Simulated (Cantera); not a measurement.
An isothermal, constant-pressure homogeneous reactor starts with 27.8 % NO, 72.2 % N2, at 1750 K and 1.01 bar.

Detailed kinetics in Cantera: GRI-Mech 3.0 (53 species, 325 reactions).

x: mole fraction; the columns are a selection and need not sum to one.

| t (s) | x NO | x N2O | x N2 | x O2 | x NO2 | x O |
|---|---|---|---|---|---|---|
| 4.00e-6 | 0.278 | 4.56e-8 | 0.722 | 9.36e-12 | 3.32e-9 | 4.24e-8 |
| 2.01e-5 | 0.278 | 2.28e-7 | 0.722 | 1.97e-10 | 6.85e-8 | 1.61e-7 |
| 0.000101 | 0.278 | ___ | 0.722 | ___ | ___ | ___ |
| 0.000504 | 0.278 | 5.26e-6 | 0.722 | 4.07e-8 | 5.63e-6 | 5.76e-7 |
| 0.00253 | 0.278 | 1.90e-5 | 0.722 | 1.91e-6 | 3.35e-5 | 1.89e-6 |
| 0.0127 | 0.277 | 3.13e-5 | 0.722 | ___ | ___ | ___ |
| 0.0635 | 0.276 | 3.13e-5 | 0.723 | 0.000679 | 9.95e-5 | 4.70e-6 |
| 0.318 | 0.270 | 2.99e-5 | 0.726 | 0.00361 | 0.000131 | 6.20e-6 |
| 1.60 | 0.243 | 2.40e-5 | 0.739 | 0.0170 | 0.000206 | 1.06e-5 |
| 8.00 | 0.157 | 9.90e-6 | 0.783 | 0.0603 | 0.000238 | 1.87e-5 |

Q: Fill in the missing entries.

A: 
- 0.000101, x N2O: 1.13e-6
- 0.000101, x O2: 2.83e-9
- 0.000101, x NO2: 8.41e-7
- 0.000101, x O: 3.25e-7
- 0.0127, x O2: 8.56e-5
- 0.0127, x NO2: 8.98e-5
- 0.0127, x O: 4.26e-6
